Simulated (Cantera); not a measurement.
Ammonia decomposition in nitride growth gas

An isothermal, constant-pressure homogeneous reactor starts with 13.5 % NH₃, 86.5 % H₂, at 2150 K and 10000 Pa.

Model: the gas-phase N/H chemistry of the illustrative SiF4/NH3 mechanism in the Surface Chemkin manual (1991), integrated in Cantera. Walls and surfaces, which speed up NH3 decomposition in real reactors, are not modelled.

| t (s) | x NH₃ | x H₂ | x NH | x N | x N₂ |
|---|---|---|---|---|---|
| 8.00e-6 | 0.135 | 0.865 | 5.55e-10 | <1e-12 | <1e-12 |
| 3.53e-5 | 0.135 | 0.865 | 1.48e-8 | 3.39e-11 | 7.25e-11 |
| 0.000156 | 0.135 | 0.865 | 3.08e-7 | 3.43e-9 | 4.13e-8 |
| 0.000690 | 0.135 | 0.864 | 5.62e-6 | 2.69e-7 | 1.37e-5 |
| 0.00305 | 0.132 | 0.865 | 2.63e-5 | 2.74e-6 | 0.00109 |
| 0.0135 | 0.117 | 0.873 | 2.59e-5 | 2.85e-6 | 0.00777 |
| 0.0594 | 0.0688 | 0.900 | 2.22e-5 | 2.95e-6 | 0.0289 |
| 0.263 | 0.00499 | 0.933 | 1.12e-5 | 3.99e-6 | 0.0571 |
| 1.16 | 1.44e-5 | 0.928 | 2.29e-7 | 2.16e-7 | 0.0591 |
| 5.12 | 2.25e-6 | 0.928 | 3.57e-8 | 3.37e-8 | 0.0591 |
| 22.6 | 5.54e-7 | 0.928 | 8.78e-9 | 8.29e-9 | 0.0591 |
| 100 | 3.47e-7 | 0.928 | 5.50e-9 | 5.19e-9 | 0.0591 |
x: mole fraction; the columns are a selection and need not sum to one.

Equilibrium at this temperature and pressure: NH₃ 3.46e-7, H₂ 0.928, NH 5.49e-9, N 5.18e-9, N₂ 0.0591 (gas phase only).
